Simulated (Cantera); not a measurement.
Feed: 1 mol Al, 1.2 mol H₂O, 0.1 mol O₂, held at 1673 K and 10.0 mbar.

Method: chemical equilibrium by Gibbs-energy minimisation in Cantera with the NASA 1993 tables (ideal gas, pure condensed phases). Candidate condensed phases: Al, Al₂O₃, H₂O; 19 gas species. Mutual solubility and eutectic melting of coexisting phases are not modelled. Rates play no part.

Base state: H₂ 0.960, Al₂O 0.0205, Al 0.0169, H 0.00112, AlH 0.00109 (mole fractions); condensed: Al(l) + Al₂O₃(s).

Question: What changes in the equilibrium state with this change: Al replaced by AlN?

Answer: 
```
species         before     after
-------------  -------  --------
H₂               0.960     0.719
N₂                   0     0.280
H              0.00112  0.000966
Al₂O            0.0205   3.07e-6
Al              0.0169   2.28e-5
AlH            0.00109   1.27e-6
Al(l), mol      0.0101         0
Al₂O₃(s), mol    0.458     0.467
AlN(s), mol          0    0.0666
```
Further candidate phases: AlN.

Question: What changes in the equilibrium state with this change: temperature from 1673 K to 1598.15 K?

Answer: 
```json
[
 {"species": "H₂", "before": "0.960", "after": "0.987"},
 {"species": "Al", "before": "0.0169", "after": "0.00601"},
 {"species": "Al₂O", "before": "0.0205", "after": "0.00587"},
 {"species": "AlH", "before": "0.00109", "after": "0.000503"},
 {"species": "H", "before": "0.00112", "after": "0.000530"},
 {"species": "Al(l), mol", "before": "0.0101", "after": "0.0492"},
 {"species": "Al₂O₃(s), mol", "before": "0.458", "after": "0.464"}
]
```
